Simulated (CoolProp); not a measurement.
Model: reference Helmholtz-energy equation of state, Smukala 2000, in CoolProp.

For ethylene, give the phase and the Z, cv (kJ/(kg K)), fugacity coefficient at 320.1 K and 1050 kPa.


- 320.1 K and 1050 kPa: gas; Z 0.951, cv 1.33, fugacity coefficient 0.953
